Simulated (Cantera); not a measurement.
An isothermal plug-flow reactor at 525 K and 1.00 bar (inlet), inlet velocity 4.4 m/s, active area per volume 150 1/m; feed H2 : O2 : N2 = 0.0026 : 0.061 : 0.79 (molar parts), equivalence ratio 0.021.

Computed with Cantera and Deutschmann's 1995 Pt surface mechanism with GRI-Mech 3.0 gas chemistry. Catalytic surfaces can have several steady states; this one follows from the mechanism file's or the stated starting coverage. Mass transfer to the wall is taken as infinitely fast.

One state of this run: x H2 = 0.00295; x O2 = 0.0714; x H2O = 9.85e-5; θ free Pt = 0.0624; θ O* = 0.930; θ OH* = 0.00775. x: gas mole fraction; θ: surface coverage.

Task: Which value of z (m) does it belong to?
(A) 0.0055
(B) 0.0031
(C) 0.0097
(D) 0.00055

Result: D, 0.00055
